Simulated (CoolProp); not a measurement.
Vapour-liquid equilibrium of R113 (1) + benzene (2) at 0.663 MPa; x and y are mole fractions of (1).

Model: multi-fluid Helmholtz-energy mixture model, Marx 1992 and Thol 2012; pair parameters Bell 2016, in CoolProp.

| x | bubble temperature, mixture model (K) | bubble temperature, Raoult's law (K) | y, mixture model | y, Raoult's law |
|---|---|---|---|---|
| 0.05 | 425.0 | 427.0 | 0.121 | 0.099 |
| 0.125 | 419.4 | 423.2 | [?] | 0.230 |
| 0.2 | 414.9 | 419.7 | [?] | 0.346 |
| 0.275 | 411.2 | 416.4 | 0.459 | 0.447 |
| 0.35 | [?] | 413.2 | 0.533 | 0.536 |
| 0.425 | 405.4 | 410.3 | [?] | 0.615 |
| 0.5 | 403.1 | 407.4 | 0.656 | 0.685 |
| 0.575 | 401.0 | 404.8 | 0.710 | 0.748 |
| 0.65 | [?] | 402.2 | 0.762 | 0.804 |
| 0.725 | [?] | 399.8 | [?] | 0.854 |
| 0.8 | 395.7 | 397.5 | 0.863 | 0.900 |
| 0.875 | [?] | 395.3 | 0.914 | 0.940 |
| 0.95 | 392.8 | 393.2 | 0.965 | 0.977 |

**Question.** What belongs in the gaps?

**Answer.** 
- 0.125, y, mixture model: 0.262
- 0.2, y, mixture model: 0.371
- 0.35, bubble temperature, mixture model (K): 408.1
- 0.425, y, mixture model: 0.597
- 0.65, bubble temperature, mixture model (K): 399.1
- 0.725, bubble temperature, mixture model (K): 397.3
- 0.725, y, mixture model: 0.813
- 0.875, bubble temperature, mixture model (K): 394.2

The largest gap from Raoult's law is -5.2 K in bubble temperature, at x = 0.275. No azeotrope shows between x = 0.05 and 0.95.

Pair parameters are fitted to limited data, so mixtures are less certain than the pure fluids.
